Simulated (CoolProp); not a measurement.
Properties of fluoroethane (R161) at several states (Tc = 375.2 K, pc = 5.010 MPa, ω = 0.216).

Model: reference Helmholtz-energy equation of state, Wu 2012, in CoolProp.

```tsv
T (K)	p (MPa)	phase	cp (kJ/(kg K))	cv (kJ/(kg K))	speed of sound (m/s)	Joule-Thomson coefficient (K/MPa)	isothermal compressibility (1/MPa)	fugacity coefficient
246	0.646	liquid	1.996	1.374	1034	-0.3393	0.001693	0.2395
179.4	5	liquid	1.955	1.406	1465	-0.4267	0.0007231	0.0006969
255.1	0.035	gas	1.124	0.9436	227.2	32.22	28.83	0.9912
```
